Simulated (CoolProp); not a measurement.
Values from CoolProp's reference Helmholtz-energy equation of state, Span 1996.

Question: For carbon dioxide, give the phase and the Joule-Thomson coefficient (K/MPa) at 734.8 K and 1.48 bar; 734.8 K and 53.9 bar.

Answer: 
- 734.8 K and 1.48 bar: gas; Joule-Thomson coefficient 1.20
- 734.8 K and 53.9 bar: gas; Joule-Thomson coefficient 1.09
